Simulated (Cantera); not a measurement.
Charge: 1 mol Cu2O, 0.34 mol C, 0.35 mol N2, held at 2123.15 K and 7.50 bar.

These are equilibrium values from Cantera (NASA tables, ideal gas, pure condensed phases), not measurements of a reactor. Candidate condensed phases: C, Cu, CuO, Cu2O; 27 gas species. Each liquid is taken as pure. Mutual solubility and eutectic melting of coexisting phases are not modelled. Kinetics and transport are ignored.

Base state: N2 0.503, CO2 0.480, CO 0.00916, O2 0.00444, Cu 0.00168, NO 0.00122, O 3.97e-5, CuO 2.93e-5 (mole fractions); condensed: Cu(l) + Cu2O(l).

Problem. What changes in the equilibrium state with this change: temperature from 2123.15 K to 2425 K?

Solution. 
```csv
species,before,after
N2,0.503,0.484
CO2,0.480,0.446
CO,0.00916,0.0269
Cu,0.00168,0.0146
O2,0.00444,0.0220
Cu2,1.03e-5,0.000193
CuO,2.93e-5,0.000449
"Cu(l), mol",1.36,1.38
"Cu2O(l), mol",0.319,0.303
```

Problem. What changes in the equilibrium state with this change: C from 0.34 to 5.5 mol?

Solution. 
```csv
species,before,after
CO,0.00916,0.739
N2,0.503,0.259
Cu,0.00168,0.00168
CO2,0.480,6.04e-5
O2,0.00444,<1e-9
NO,0.00122,1.37e-9
O,3.97e-5,<1e-9
"Cu(l), mol",1.36,2.00
"Cu2O(l), mol",0.319,0
"C(graphite), mol",0,4.50
```

Problem. What changes in the equilibrium state with this change: temperature from 2123.15 K to 2573.15 K?

Solution. 
```
species        before     after
------------  -------  --------
N2              0.503     0.460
CO2             0.480     0.412
O2            0.00444    0.0412
Cu            0.00168    0.0347
CO            0.00916    0.0398
Cu2           1.03e-5  0.000620
CuO           2.93e-5   0.00133
O             3.97e-5   0.00153
NO            0.00122   0.00882
Cu(l), mol       1.36      1.41
Cu2O(l), mol    0.319     0.279
```
